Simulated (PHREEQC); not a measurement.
Solution (20 °C): 0.17 mol LiNO3 per kg of water. Closed to the air; pH follows from the charge balance.

The numbers come from PHREEQC with the ion-association model, wateq4f.dat.

No solid was allowed to form.

Question: Estimate the activity of water.

Answer: activity of water 0.994.
